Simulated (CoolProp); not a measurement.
Properties of R142b along the isotherm 454.1 K.

The numbers come from the reference Helmholtz-energy equation of state, Lemmon 2006 in CoolProp. It is a short technical equation, of lower accuracy than the large ones.

| p (kPa) | phase | Joule-Thomson coefficient (K/MPa) | conductivity (mW/(m K)) |
|---|---|---|---|
| 3120 | gas | (withheld) | 26.9 |
| 6240 | supercritical | 8.909 | 39.4 |
| 9360 | supercritical | (withheld) | 48.3 |
| 12500 | supercritical | 1.274 | 51.9 |
| 15600 | supercritical | 0.7155 | 54.7 |
| 18700 | supercritical | 0.4289 | 57.1 |
| 21800 | supercritical | 0.2532 | 59.3 |
| 25000 | supercritical | 0.1306 | 61.3 |
| 28100 | supercritical | 0.04478 | (withheld) |
| 31200 | supercritical | (withheld) | 64.8 |
| 34300 | supercritical | -0.07209 | 66.4 |
| 37400 | supercritical | -0.1137 | 67.9 |
| 40500 | supercritical | (withheld) | 69.4 |

Question: Fill in the missing entries.

Answer: 
- 3120, Joule-Thomson coefficient (K/MPa): 8.974
- 9360, Joule-Thomson coefficient (K/MPa): 2.874
- 28100, conductivity (mW/(m K)): 63.1
- 31200, Joule-Thomson coefficient (K/MPa): -0.02059
- 40500, Joule-Thomson coefficient (K/MPa): -0.1481

Thermal conductivity comes from a separate model (Huber 2003), an estimate that may be off by 10 % or more.
